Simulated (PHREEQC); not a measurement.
Dissolve 0.02 mmol/kgw HF, 0.25 mmol/kgw Na2HPO4 and 0.0034 mmol/kgw NaCl at 25 °C. Closed to the air; pH follows from the charge balance.

The numbers come from PHREEQC with the ion-association model, wateq4f.dat.

The pH is 8.19. The ionic strength is 0.000731 mol/kgw. The total alkalinity is 0.230 meq/kg.

```tsv
species	molality	activity	log γ
Na+	0.000503	0.000488	-0.013
HPO4-2	0.000228	0.000202	-0.053
H2PO4-	2.16e-5	2.10e-5	-0.013
F-	2.00e-5	1.94e-5	-0.013
Cl-	3.40e-6	3.30e-6	-0.013
OH-	1.60e-6	1.55e-6	-0.013
NaHPO4-	1.98e-7	1.92e-7	-0.013
PO4-3	1.86e-8	1.41e-8	-0.119
H+	6.64e-9	6.44e-9	-0.013
NaF	5.44e-9	5.45e-9	0.000
```

This is a speciation only: nothing precipitates in the calculation. H3PO4, which wateq4f.dat lacks, is added to it with the constant of phreeqc.dat.
